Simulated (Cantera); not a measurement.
A perfectly stirred reactor is fed with 7.71 % CH4, 2.93 % CO, 12.0 % O2, 71.2 % N2, 6.17 % H2O, equivalence ratio 1.4, at 1.00 bar; it is adiabatic with a 775 K inlet, and is followed from long to short residence time, starting on the burning branch (τ in s: 0.28, 0.12, 0.049, 0.021, 0.0088, 0.0037, 0.0016, 0.00067, 0.00028, 0.00012, 5.1e-05, 2.1e-05, 9e-06).

Detailed kinetics in Cantera: GRI-Mech 3.0 (53 species, 325 reactions).

One state of this run: T (K) = 1833; x CH4 = 0.00147; x CO = 0.0581; x O2 = 0.00582; x HO2 = 3.24e-6; x H = 0.00240. x: mole fraction; the columns are a selection and need not sum to one.

**Question.** Which value of τ (s) does it belong to?
(A) 0.049
(B) 0.0037
(C) 0.00067
(D) 9.0e-6

**Answer.** C, 0.00067
